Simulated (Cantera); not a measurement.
A freely propagating, adiabatic, planar premixed flame of CH4 : H2 : O2 : N2 : H2O = 1 : 0.36 : 1.98 : 7.45 : 0.85 (molar parts), equivalence ratio 1.1, unburnt at 473 K and 7050 Torr; mixture-averaged transport, grid criteria slope 0.08 and curve 0.16, no radiation.

Cantera simulation using GRI-Mech 3.0 (53 species, 325 reactions); the numbers are that mechanism's predictions, not measurements. Burning velocities carry a grid error of a few per cent, more on coarse grids.

### Question
Predict: laminar burning velocity; thermal thickness; peak x(CH2O); peak x(CO).

### Answer
| Property | Value |
|---|---|
| laminar burning velocity | 27.2 cm/s |
| thermal thickness | 0.101 mm |
| peak x(CH2O) | 0.00135 |
| peak x(CO) | 0.0341 |
